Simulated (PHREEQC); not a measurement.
Consider water at 35 °C with 0.0019 mol KHCO3, 0.000945 mol NH3 and 0.085 mol LiCl per kg of water. Closed to the air; pH follows from the charge balance.

All values are PHREEQC results (ion-association model, phreeqc.dat), not measurements.

Problem. The ionic strength comes out as 0.0876 mol/kgw. What activity coefficients do HCO3-, Li+, NH4+, CO3-2, K+ get?

Solution. HCO3- 0.79, Li+ 0.80, NH4+ 0.75, CO3-2 0.40, K+ 0.77.

Precipitation was switched off in this run.
